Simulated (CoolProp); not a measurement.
The numbers come from the reference Helmholtz-energy equation of state, Lemmon 2009 in CoolProp.

### Question
For propane, give the phase and the speed of sound (m/s), conductivity (mW/(m K)) at 620 K and 120 kPa; 620 K and 245 kPa.

### Answer
- 620 K and 120 kPa: gas; speed of sound 353, conductivity 68.7
- 620 K and 245 kPa: gas; speed of sound 352, conductivity 68.9

Thermal conductivity comes from a separate model (Marsh 2002).
